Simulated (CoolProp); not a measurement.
A closed Brayton cycle with carbon dioxide: compressor inlet 328.15 K and 8.3 MPa, high pressure 27.8 MPa, turbine inlet 860 K, compressor efficiency 0.89, turbine efficiency 0.93, recuperator effectiveness 0.9 (on enthalpy, no pinch check). Each further row changes one setting.

Values from CoolProp's reference Helmholtz-energy equation of state, Span 1996.

```
case                           thermal efficiency (%)  net work (kJ/kg)  compressor to turbine work  compressor exit (K)  turbine exit (K)
-----------------------------  ----------------------  ----------------  --------------------------  -------------------  ----------------
as stated                                           ?               104                        0.38                430.8             708.4
turbine inlet 810 K                              34.8              92.7                           ?                430.8                 ?
compressor inlet 338.15 K                           ?              96.8                        0.43                447.4             708.4
high pressure 23.6 MPa                              ?                 ?                           ?                    ?             728.2
recuperator effectiveness 0.5                    25.4               104                        0.38                430.8             708.4
```

Some entries are withheld; supply them.


- as stated, thermal efficiency (%): 36.8
- turbine inlet 810 K, compressor to turbine work: 0.41
- turbine inlet 810 K, turbine exit (K): 663.8
- compressor inlet 338.15 K, thermal efficiency (%): 35.6
- high pressure 23.6 MPa, thermal efficiency (%): 36.1
- high pressure 23.6 MPa, net work (kJ/kg): 93.7
- high pressure 23.6 MPa, compressor to turbine work: 0.37
- high pressure 23.6 MPa, compressor exit (K): 416.5
